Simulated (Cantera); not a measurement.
Cantera run:

```python
import numpy as np
import cantera as ct

gas_names = """
    F F2 H HF H2 H2F2 H3F3 H4F4 H5F5 H6F6 H7F7 N NF NF2 NF3 NH NH2 NH3 N2 N2H2 N2H4 Si SiF SiF2 SiF3
    SiF4 SiH SiHF3 SiH2 SiH2F2 SiH3 SiH3F SiH4 SiN Si2 Si2N Si3
""".split()
cond_names = """
    Si(cr) Si(L) Si3N4(a)
""".split()


# ... load() reads the species with a 1 bar reference pressure and builds the phases ...
atoms = {
    'Si': {'Si': 1},
    'HF': {'H': 1, 'F': 1},
    'N2': {'N': 2},
}
top_T = {'Si3N4(a)': 2400}  # K; cautious upper limits of use, not melting points


# ... equilibrate(T, P, feed) seeds the gas with the atoms and calls Mixture.equilibrate('TP', solver="vcs", rtol=1e-11, max_steps=5000) ...
results = []
T = 700  # K
P = 13332.2  # Pa
for m in [3.1, 3.7, 4.5, 5.4, 6.6, 8, 9.6, 12, 14, 17, 21, 25]:
    feed = {'Si': 1, 'HF': 2.5, 'N2': m}  # mol
    mix = equilibrate(T, P, feed)
    results.append((T, P, feed, dict(zip(mix.species_names, mix.species_moles))))

top = {s: max(r[3][s] / sum(r[3][g] for g in gas_names) for r in results) for s in gas_names}
cols = sorted((s for s in top if top[s] > 1e-06), key=lambda s: -top[s])[:8]
seen = [c for c in cond_names if any(r[3].get(c, 0) > 1e-12 for r in results)]
print("log10 of partial pressures in bar; condensed amounts in mol")
print(f"{'n(N2)':>10s}" + "".join(f"{s[:9]:>10s}" for s in cols + seen))
for T, P, feed, n in results:
    ng = sum(n[g] for g in gas_names)
    print(f"{feed['N2']:10.4g}" + "".join(f"{np.log10(max(n[s] / ng * P / 1e5, 1e-99)):10.3f}" for s in cols)
          + "".join(f"{n.get(c, 0):10.4g}" for c in seen))
```

Result:

```
log10 of partial pressures in bar; condensed amounts in mol
     n(N2)        N2        H2      SiF4       NH3        HF     SiHF3  Si3N4(a)
       3.1    -1.095    -1.453    -1.754    -4.755    -5.736    -6.208     0.125
       3.7    -1.064    -1.505    -1.806    -4.817    -5.770    -6.278     0.125
       4.5    -1.034    -1.566    -1.866    -4.894    -5.811    -6.359     0.125
       5.4    -1.010    -1.625    -1.926    -4.971    -5.851    -6.437     0.125
       6.6    -0.987    -1.694    -1.994    -5.062    -5.899    -6.527     0.125
         8    -0.969    -1.762    -2.063    -5.156    -5.947    -6.615     0.125
       9.6    -0.954    -1.829    -2.129    -5.248    -5.995    -6.701     0.125
        12    -0.939    -1.913    -2.214    -5.367    -6.055    -6.809     0.125
        14    -0.931    -1.972    -2.273    -5.452    -6.099    -6.884     0.125
        17    -0.921    -2.048    -2.349    -5.562    -6.154    -6.981     0.125
        21    -0.913    -2.133    -2.434    -5.684    -6.216    -7.088     0.125
        25    -0.907    -2.204    -2.505    -5.787    -6.268    -7.178     0.125
```

Method: chemical equilibrium by Gibbs-energy minimisation in Cantera with the NASA 1993 tables (ideal gas, pure condensed phases). N2 is the only nitrogen source here; it is nearly inert below about 1500 K, so the nitride shown seldom forms there in practice.
